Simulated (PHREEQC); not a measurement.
**Phosphoric acid bath: speciation**

Make-up at 20 °C: 10 mmol/kgw H3PO4 and 3.2 mmol/kgw H2SO4. Closed to the air; pH follows from the charge balance.

The numbers come from PHREEQC with the ion-association model, phreeqc.dat.

Each row changes one thing in this solution. Precipitation was switched off in this run.

```csv
case,pH,ionic strength (mol/kgw),SO4-2 (mol/kgw),HSO4- (mol/kgw)
as made,2.04,0.0120,0.00204,0.00116
H3PO4 left out,2.29,0.00797,0.00238,0.000817
H3PO4 from 0.01 to 0.009 mol/kgw,2.06,0.0116,0.00206,0.00114
H2SO4 from 0.0032 to 0.0064 mol/kgw,1.90,0.0177,0.00366,0.00274
H3PO4 replaced by NaH2PO4 at the same molality,2.53,0.0158,0.00265,0.000474
temperature from 20 to 70 °C,2.12,0.00950,0.00121,0.00199
diluted 5-fold with water,2.60,0.00322,0.000540,9.99e-5
diluted 10-fold with water,2.86,0.00174,0.000289,3.07e-5
H3PO4 from 0.01 to 0.015 mol/kgw,1.98,0.0136,0.00193,0.00127
```

Complexes and solids missing from the database can't appear. Constants without temperature data keep their 25 °C values here.
